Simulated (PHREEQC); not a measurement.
# Polishing slurry liquid: an equilibrium model

Make-up at 20 °C: 0.037 mol H2SO4, 0.00075 mol KNO3 and 0.00048 mol H3BO3 per kg of water. Closed to the air; pH follows from the charge balance.

Model: ion-association model, wateq4f.dat, run in PHREEQC.

Precipitation was switched off in this run.

Q: Estimate the pH, ionic strength.

A: pH 1.38; ionic strength 0.0627 mol/kgw.

Q: In which forms is S present?

A: HSO4- 66 %, SO4-2 34 % of the S.

Species that the database lacks are ignored.
